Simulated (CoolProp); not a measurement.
Vapour-liquid equilibrium of hydrogen sulfide (1) + benzene (2) at 28.35 °C; x and y are mole fractions of (1).

Computed with CoolProp (multi-fluid Helmholtz-energy mixture model, Lemmon 2006 and Thol 2012; pair parameters Bell 2016).

Q: Give the bubble pressure and the first vapour's composition at x = 0.2, 0.575, 0.95. Is there an azeotrope?

A: x = 0.2: 397.2 kPa, y = 0.966; x = 0.575: 1149 kPa, y = 0.992; x = 0.95: 2051 kPa, y = 0.999. No azeotrope shows between x = 0.05 and 0.95.

Pair parameters are fitted to limited data, so mixtures are less certain than the pure fluids.
